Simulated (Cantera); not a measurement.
# Diamond growth

A diamond (100) surface in a fixed gas of H2 with x(CH4) = 0.0037, x(CH3) = 4.5e-05, at 1025 K, 0.0370 bar; coverages are run to steady state.

Computed with Cantera and the Harris–Goodwin 1993 mechanism for the reconstructed diamond (100) surface.

```json
[
 {"x(H)": "0.0001", "growth (µm/h)": "0.131", "θ c6HH": "0.597", "θ c6H*": "0.0178", "θ c6*H": "0.341", "θ c6**": "0.00488", "θ c6HM": "0.0278"},
 {"x(H)": "0.00019", "growth (µm/h)": "0.236", "θ c6HH": "0.578", "θ c6H*": "0.0187", "θ c6*H": "0.358", "θ c6**": "0.00680", "θ c6HM": "0.0269"},
 {"x(H)": "0.00038", "growth (µm/h)": "0.394", "θ c6HH": "0.569", "θ c6H*": "0.0194", "θ c6*H": "0.371", "θ c6**": "0.00859", "θ c6HM": "0.0228"},
 {"x(H)": "0.00073", "growth (µm/h)": "0.562", "θ c6HH": "0.568", "θ c6H*": "0.0198", "θ c6*H": "0.379", "θ c6**": "0.00982", "θ c6HM": "0.0171"},
 {"x(H)": "0.0014", "growth (µm/h)": "0.712", "θ c6HH": "0.569", "θ c6H*": "0.0201", "θ c6*H": "0.384", "θ c6**": "0.0106", "θ c6HM": "0.0114"},
 {"x(H)": "0.0028", "growth (µm/h)": "0.830", "θ c6HH": "0.571", "θ c6H*": "0.0203", "θ c6*H": "0.389", "θ c6**": "0.0111", "θ c6HM": "0.00664"},
 {"x(H)": "0.0054", "growth (µm/h)": "0.901", "θ c6HH": "0.572", "θ c6H*": "0.0205", "θ c6*H": "0.391", "θ c6**": "0.0114", "θ c6HM": "0.00374"},
 {"x(H)": "0.01", "growth (µm/h)": "0.941", "θ c6HH": "0.573", "θ c6H*": "0.0206", "θ c6*H": "0.392", "θ c6**": "0.0116", "θ c6HM": "0.00211"},
 {"x(H)": "0.02", "growth (µm/h)": "0.966", "θ c6HH": "0.573", "θ c6H*": "0.0207", "θ c6*H": "0.393", "θ c6**": "0.0117", "θ c6HM": "0.00109"}
]
```
θ: site fractions in the mechanism's names (c6HH fully hydrogenated, c6H* and c6*H radical sites, c6** diradical, c6HM methylated).
